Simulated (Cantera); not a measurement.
A perfectly stirred reactor is fed with 3.85 % CH4, 96.2 % N2, at 2670 Pa; it is held at 1825 K, and followed from long to short residence time.

Computed with Cantera and GRI-Mech 3.0 (53 species, 325 reactions). GRI-Mech 3.0 stops at C3 and has no aromatics, soot or wall deposition, so with more carbon than oxygen in the feed, carbon stays in small species such as C2H2 where larger ones or solid carbon would form. Radical loss at walls, strong at low pressure, is not modelled.

Task: Predict: x(CH4) at τ = 0.360 s; x(CH2) at τ = 0.360 s; x(C2H2) at τ = 0.360 s; x(H) at τ = 0.360 s; x(C2H) at τ = 0.360 s; x(CH4) at τ = 14.0 ms; x(CH2) at τ = 14.0 ms; x(C2H2) at τ = 14.0 ms; x(H) at τ = 14.0 ms; x(C2H) at τ = 14.0 ms.

Result: 
| Item | Result |
|---|---|
| x(CH4) at τ = 0.360 s | 0.00678 |
| x(CH2) at τ = 0.360 s | 1.91e-6 |
| x(C2H2) at τ = 0.360 s | 0.0149 |
| x(H) at τ = 0.360 s | 0.000180 |
| x(C2H) at τ = 0.360 s | 5.76e-7 |
| x(CH4) at τ = 14.0 ms | 0.0321 |
| x(CH2) at τ = 14.0 ms | 1.60e-6 |
| x(C2H2) at τ = 14.0 ms | 0.00161 |
| x(H) at τ = 14.0 ms | 2.33e-5 |
| x(C2H) at τ = 14.0 ms | 5.06e-8 |
